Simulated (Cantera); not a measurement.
Mixture: CH₄ : CO : O₂ : N₂ = 1 : 0.065 : 1.2 : 4.5 (molar parts), equivalence ratio 1.7, at 1.00 atm, adiabatic and at constant volume. Ignition delay is the time to a rise of 400 K.

Detailed kinetics in Cantera: GRI-Mech 3.0 (53 species, 325 reactions).

### Question
What does this change do: constant pressure in place of constant volume?

### Answer
```
quantity                                                before       after
--------------------------------------------------  ----------  ----------
delay at 1225 K                                        42.7 ms     45.7 ms
delay at 1325 K                                        10.9 ms     11.7 ms
delay at 1425 K                                        3.18 ms     3.43 ms
delay at 1525 K                                        1.06 ms     1.14 ms
delay at 1625 K                                       0.411 ms    0.441 ms
apparent activation energy between 1525 and 1625 K  200 kJ/mol  200 kJ/mol
```

### Question
What does this change do: N2 4.5 to 9.7 parts?

### Answer
```
quantity                                                before       after
--------------------------------------------------  ----------  ----------
delay at 1225 K                                        42.7 ms     91.3 ms
delay at 1325 K                                        10.9 ms     23.2 ms
delay at 1425 K                                        3.18 ms     6.50 ms
delay at 1525 K                                        1.06 ms     2.05 ms
delay at 1625 K                                       0.411 ms    0.753 ms
apparent activation energy between 1525 and 1625 K  200 kJ/mol  210 kJ/mol
```

### Question
What does this change do: pressure from 1.00 atm to 4.44 atm?

### Answer
```csv
quantity,before,after
delay at 1225 K,42.7 ms,11.0 ms
delay at 1325 K,10.9 ms,3.12 ms
delay at 1425 K,3.18 ms,0.985 ms
delay at 1525 K,1.06 ms,0.340 ms
delay at 1625 K,0.411 ms,0.129 ms
apparent activation energy between 1525 and 1625 K,200 kJ/mol,200 kJ/mol
```
